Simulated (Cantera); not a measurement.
An adiabatic, constant-volume homogeneous reactor starts with C₂H₄ : O₂ : N₂ : H₂O = 1 : 5.77 : 21.7 : 6 (molar parts), equivalence ratio 0.52, at 1650 K and 5.00 bar. Integrator tolerance rtol = 1e-08.

Cantera simulation using GRI-Mech 3.0 (53 species, 325 reactions); the numbers are that mechanism's predictions, not measurements. GRI-Mech 3.0 was tuned for natural gas; its chemistry of ethylene as a main component is partial and can be far from experiment.

What does this change do: constant pressure in place of constant volume?


```tsv
quantity	before	after
time of steepest temperature rise	5.21 µs	5.40 µs
temperature at 2.00 s	2618 K	2472 K
equilibrium temperature	2618 K	2472 K
x(C₂H₄) at 2.00 s	<1e-12 (gas-phase equilibrium <1e-12)	<1e-12 (gas-phase equilibrium <1e-12)
x(O₂) at 2.00 s	0.0717 (gas-phase equilibrium 0.0717)	0.0733 (gas-phase equilibrium 0.0733)
x(H₂O) at 2.00 s	0.220 (gas-phase equilibrium 0.220)	0.223 (gas-phase equilibrium 0.223)
x(NO) at 2.00 s	0.0145 (gas-phase equilibrium 0.0145)	0.0115 (gas-phase equilibrium 0.0115)
x(CO) at 2.00 s	0.00470 (gas-phase equilibrium 0.00470)	0.00289 (gas-phase equilibrium 0.00289)
```

What does this change do: pressure from 5.00 bar to 15.0 bar?


```json
[
 {"quantity": "time of steepest temperature rise", "before": "5.21 µs", "after": "2.45 µs"},
 {"quantity": "temperature at 2.00 s", "before": "2618 K", "after": "2654 K"},
 {"quantity": "equilibrium temperature", "before": "2618 K", "after": "2654 K"},
 {"quantity": "x(C₂H₄) at 2.00 s", "before": "<1e-12 (gas-phase equilibrium <1e-12)", "after": "<1e-12 (gas-phase equilibrium <1e-12)"},
 {"quantity": "x(O₂) at 2.00 s", "before": "0.0717 (gas-phase equilibrium 0.0717)", "after": "0.0711 (gas-phase equilibrium 0.0711)"},
 {"quantity": "x(H₂O) at 2.00 s", "before": "0.220 (gas-phase equilibrium 0.220)", "after": "0.222 (gas-phase equilibrium 0.222)"},
 {"quantity": "x(NO) at 2.00 s", "before": "0.0145 (gas-phase equilibrium 0.0145)", "after": "0.0153 (gas-phase equilibrium 0.0153)"},
 {"quantity": "x(CO) at 2.00 s", "before": "0.00470 (gas-phase equilibrium 0.00470)", "after": "0.00330 (gas-phase equilibrium 0.00330)"}
]
```
The pressure lies above the range GRI-Mech 3.0 was tuned for (to about 10 atm).

What does this change do: pressure from 5.00 bar to 1.01 bar?


```json
[
 {"quantity": "time of steepest temperature rise", "before": "5.21 µs", "after": "21.3 µs"},
 {"quantity": "temperature at 2.00 s", "before": "2618 K", "after": "2553 K"},
 {"quantity": "equilibrium temperature", "before": "2618 K", "after": "2553 K"},
 {"quantity": "x(C₂H₄) at 2.00 s", "before": "<1e-12 (gas-phase equilibrium <1e-12)", "after": "<1e-12 (gas-phase equilibrium <1e-12)"},
 {"quantity": "x(O₂) at 2.00 s", "before": "0.0717 (gas-phase equilibrium 0.0717)", "after": "0.0728 (gas-phase equilibrium 0.0728)"},
 {"quantity": "x(H₂O) at 2.00 s", "before": "0.220 (gas-phase equilibrium 0.220)", "after": "0.215 (gas-phase equilibrium 0.215)"},
 {"quantity": "x(NO) at 2.00 s", "before": "0.0145 (gas-phase equilibrium 0.0145)", "after": "0.0131 (gas-phase equilibrium 0.0131)"},
 {"quantity": "x(CO) at 2.00 s", "before": "0.00470 (gas-phase equilibrium 0.00470)", "after": "0.00717 (gas-phase equilibrium 0.00717)"}
]
```
